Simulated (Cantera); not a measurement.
**Equilibrium for boron, boron nitride and boron oxide: BCl3 + H2**

Input: 1 mol BCl3, a varied amount of H2, equilibrated at 1800 K and 1.00 bar.

Cantera equilibrium calculation (NASA polynomials, part measured and part estimated; ideal gas, pure solids and liquids). Candidate condensed phases: B; 13 gas species. The tables' values for BCl2, BCl, BH2 are old estimates; treat these amounts as uncertain. Gases not in the tables: B2H6 and higher boranes, BHCl2. Rates play no part.

| n(H2) (mol) | log p H2 | log p HCl | log p BCl3 | log p BCl2 | log p BCl | n B(s) |
|---|---|---|---|---|---|---|
| 3.2 | -0.28 | -0.43 | -1.03 | -2.24 | -2.60 | 0.539 |
| 4 | -0.24 | -0.46 | -1.17 | -2.33 | -2.64 | 0.601 |
| 5.2 | -0.20 | -0.50 | -1.36 | -2.46 | -2.71 | 0.674 |
| 6.6 | -0.17 | -0.55 | -1.55 | -2.58 | -2.77 | 0.738 |
| 8.4 | -0.14 | -0.61 | -1.76 | -2.73 | -2.84 | 0.797 |
| 11 | -0.11 | -0.68 | -2.03 | -2.90 | -2.93 | 0.852 |
| 14 | -0.09 | -0.76 | -2.29 | -3.08 | -3.02 | 0.890 |
| 18 | -0.07 | -0.84 | -2.57 | -3.27 | -3.11 | 0.920 |
| 23 | -0.06 | -0.93 | -2.86 | -3.46 | -3.21 | 0.940 |
| 29 | -0.04 | -1.02 | -3.15 | -3.65 | -3.30 | 0.952 |
| 37 | -0.04 | -1.12 | -3.45 | -3.86 | -3.41 | 0.961 |
log p: log10 of the partial pressure in bar; n: condensed amount in mol.

From 3.2 mol H2 to 37 mol H2 the condensed part is B(s). The share of B in condensed phases is highest at 37 mol H2 (96.1 %) and lowest at 3.2 mol H2 (53.9 %).
